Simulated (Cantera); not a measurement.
Cantera run:

```python
import numpy as np
import cantera as ct

gas_names = [...]  # 123 gases of nasa_gas.yaml made of C, H, O, Si
cond_names = """
    C(gr) C6H6(L) C7H8(L) C8H18(L),n-octa H2O(s) H2O(L) Si(cr) Si(L) SiC(b) SiO2(Lqz) SiO2(hqz) SiO2(L)
""".split()


# ... load() reads the species with a 1 bar reference pressure and builds the phases ...
atoms = {
    'SiC': {'Si': 1, 'C': 1},
    'H2O': {'H': 2, 'O': 1},
    'H2': {'H': 2},
}
top_T = {'C(gr)': 4500, 'SiC(b)': 3050}  # K; cautious upper limits of use, not melting points


# ... equilibrate(T, P, feed) seeds the gas with the atoms and calls Mixture.equilibrate('TP', solver="vcs", rtol=1e-11, max_steps=5000) ...
results = []
feed = {'SiC': 1, 'H2O': 0.0031, 'H2': 160}  # mol
T = 1600  # K
P = 260000  # Pa
mix = equilibrate(T, P, feed)
results.append((T, P, feed, dict(zip(mix.species_names, mix.species_moles))))
print(gas.report(threshold=0.001))
for i in range(1, mix.n_phases):
    print(f"{mix.phase(i).name:16s} {mix.phase_moles(i):12.5e} mol")
```

Output:

```
       temperature   1600 K
          pressure   2.6e+05 Pa
           density   0.039433 kg/m^3
  mean mol. weight   2.0176 kg/kmol
   phase of matter   gas

                          1 kg             1 kmol
                     ---------------   ---------------
          enthalpy        1.9624e+07        3.9595e+07  J
   internal energy        1.3031e+07        2.6292e+07  J
           entropy             85778        1.7307e+05  J/K
    Gibbs function       -1.1762e+08       -2.3731e+08  J
 heat capacity c_p             16235             32755  J/K
 heat capacity c_v             12114             24441  J/K

                      mass frac. Y      mole frac. X     chem. pot. / RT
                     ---------------   ---------------   ---------------
                H2           0.99909           0.99989           -17.837
     [ +122 minor]        0.00091328        0.00010596

C(gr)             0.00000e+00 mol
Si(cr)            2.97642e-03 mol
SiC(b)            9.92744e-01 mol
SiO2(hqz)         0.00000e+00 mol
```

Cantera equilibrium calculation (NASA polynomials, part measured and part estimated; ideal gas, pure solids and liquids). Mutual solubility and eutectic melting of coexisting phases are not modelled.
